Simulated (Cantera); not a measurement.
Input: 1 mol Al, 3.3 mol Cl2, 17 mol H2, held at 13.0 Pa.

Method: chemical equilibrium by Gibbs-energy minimisation in Cantera with the NASA 1993 tables (ideal gas, pure condensed phases). Candidate condensed phases: Al, AlCl3; 12 gas species. The tables' values for AlCl2 are old estimates; treat these amounts as uncertain. Rates play no part.

x: gas mole fraction; nothing condenses.

```csv
T (K),x H2,x HCl,x AlCl3,x AlCl,x Al2Cl6,x AlCl2,x H
523,0.774,0.183,0.0348,<1e-12,0.00805,<1e-12,<1e-12
673,0.768,0.182,0.0504,<1e-12,3.28e-5,6.64e-11,<1e-12
823,0.768,0.182,0.0505,…,…,5.91e-8,…
973,0.768,0.182,0.0505,1.37e-7,4.85e-8,6.29e-6,8.31e-8
1123,0.767,0.182,0.0503,…,…,0.000188,…
1273,0.762,0.188,0.0459,0.00225,1.48e-9,0.00219,5.46e-5
1423,0.725,0.225,0.0222,0.0206,1.16e-10,0.00657,0.000496
```

**Question.** Some entries are withheld; supply them.

**Answer.** 
- 823, x AlCl: 6.26e-11
- 823, x Al2Cl6: 6.74e-7
- 823, x H: 5.64e-10
- 1123, x AlCl: 3.70e-5
- 1123, x Al2Cl6: 7.27e-9
- 1123, x H: 3.27e-6
